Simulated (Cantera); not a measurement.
Feed: 1 mol Si3N4, 0.26 mol H2O, a varied amount of H2, 1.7 mol N2O, at 1152 °C and 4.90e-5 bar.

These are equilibrium values from Cantera (NASA tables, ideal gas, pure condensed phases), not measurements of a reactor. Candidate condensed phases: H2O, Si, SiO2, Si2N2O, Si3N4; 35 gas species. Equilibrium is a limit: real reactors are often held back by kinetics, nucleation or transport.

### Question
At 15 mol H2, list the 4 most abundant gas species with their mole fractions, and the condensed phases.

### Answer
H2 0.809, N2 0.141, SiO 0.0488, H 0.000877. Condensed: Si2N2O(s).
